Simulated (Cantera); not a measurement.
**Catalytic stagnation flow on Pt**

A jet of CH4 : O2 : N2 = 0.022 : 0.057 : 0.79 (molar parts) at 300 K and 16000 Pa hits a platinum plate 8.2 cm away at a mass flux of 0.024 kg/m²/s; the plate temperature is set and raised in steps from an oxygen-covered start.

Cantera simulation using Deutschmann's 1995 Pt surface mechanism with GRI-Mech 3.0 gas chemistry; the numbers are that mechanism's predictions, not measurements. Catalytic surfaces can have several steady states; this one follows from the mechanism file's or the stated starting coverage.

```tsv
plate T (K)	wall x CH4	wall x O2	wall x H2O	wall x OH	wall x CO	wall x CO2	θ free Pt	θ O*	θ OH*
900	0.00649	0.0258	0.0351	2.63e-8	2.82e-6	0.0230	0.247	0.751	0.00214
950	0.00389	0.0203	0.0398	7.36e-8	2.40e-6	0.0261	0.331	0.667	0.00203
1000	0.00258	0.0176	0.0422	1.85e-7	2.20e-6	0.0277	0.412	0.587	0.00182
1050	0.00185	0.0161	0.0434	4.22e-7	2.15e-6	0.0285	0.488	0.510	0.00159
1100	0.00141	0.0152	0.0441	8.86e-7	2.21e-6	0.0290	0.560	0.439	0.00136
```
x: mole fraction at the wall; θ: surface coverage.
